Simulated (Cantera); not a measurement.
Input: 1 mol TEOS, 0.11 mol NO, 16 mol N2, held at 0.0200 bar.

Method: chemical equilibrium by Gibbs-energy minimisation in Cantera with the NASA 1993 tables (ideal gas, pure condensed phases). Candidate condensed phases: C, C6H6, C7H8, C8H18, H2O, Si, SiC, SiO2, Si2N2O, Si3N4; 151 gas species. The feed counts by its element totals alone. The tables hold silica as quartz up to 1696 K and as liquid above; real silica turns to tridymite and cristobalite and melts near 1996 K. Kinetics and transport are ignored.

### Question
Which condensed phases are stable at each of these points (T (K)): 648, 748, 848, 948, 1048, 1148, 1248, 1348, 1448, 1548?

### Answer
```csv
T (K),condensed phases,Si condensed (%)
648,C(graphite) + SiO2(α-quartz),100.0
748,C(graphite) + SiO2(α-quartz),100.0
848,C(graphite) + SiO2(β-quartz),100.0
948,C(graphite) + SiO2(β-quartz),100.0
1048,C(graphite) + SiO2(β-quartz),100.0
1148,C(graphite) + SiO2(β-quartz),100.0
1248,C(graphite) + Si2N2O(s),100.0
1348,C(graphite) + Si2N2O(s),100.0
1448,C(graphite) + Si2N2O(s),99.9
1548,C(graphite) + Si2N2O(s),99.3
```

From 648 K to 748 K the condensed part is C(graphite) + SiO2(α-quartz). From 848 K to 1148 K the condensed part is C(graphite) + SiO2(β-quartz). From 1248 K to 1548 K the condensed part is C(graphite) + Si2N2O(s).
